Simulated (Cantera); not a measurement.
Thermodynamics of boron, boron nitride and boron oxide, feed B2O3 + O2 + H2

Feed: 1 mol B2O3, 3.1 mol O2, 3 mol H2, at 66.0 Pa.

These are equilibrium values from Cantera (NASA tables, ideal gas, pure condensed phases), not measurements of a reactor. Candidate condensed phases: B, B2O3, B3O3H3, H2O; 23 gas species. Gases not in the tables: H3BO3. Rates play no part.

| T (°C) | x H2O | x O2 | x HBO2 | x B2O3 | x (HBO2)3 | x BO2 | n B2O3(l) |
|---|---|---|---|---|---|---|---|
| 502 | 0.650 | 0.348 | 1.73e-6 | <1e-12 | 0.00150 | <1e-12 | 0.990 |
| 577 | 0.651 | 0.348 | 1.98e-5 | 1.03e-12 | 0.000892 | 2.84e-12 | 0.994 |
| 652 | 0.651 | 0.348 | 0.000150 | 1.03e-10 | 0.000563 | 1.34e-10 | 0.996 |
| 727 | 0.651 | 0.348 | 0.000823 | 5.08e-9 | 0.000376 | 3.51e-9 | 0.996 |
| 802 | 0.649 | 0.347 | 0.00353 | 1.42e-7 | 0.000262 | 5.77e-8 | 0.990 |
| 877 | 0.642 | 0.346 | 0.0123 | 2.52e-6 | 0.000187 | 6.52e-7 | 0.970 |
| 952 | 0.622 | 0.342 | 0.0362 | 3.10e-5 | 0.000134 | 5.43e-6 | 0.914 |
| 1027 | 0.577 | 0.332 | 0.0910 | 0.000282 | 9.27e-5 | 3.50e-5 | 0.779 |
| 1102 | 0.489 | 0.313 | 0.196 | 0.00199 | 5.73e-5 | 0.000182 | 0.488 |
| 1177 | 0.367 | 0.285 | 0.336 | 0.00988 | 2.44e-5 | 0.000731 | 0 |
x: gas mole fraction; n: condensed amount in mol.

From 502 °C to 1102 °C the condensed part is B2O3(l). At 1177 °C nothing is condensed.
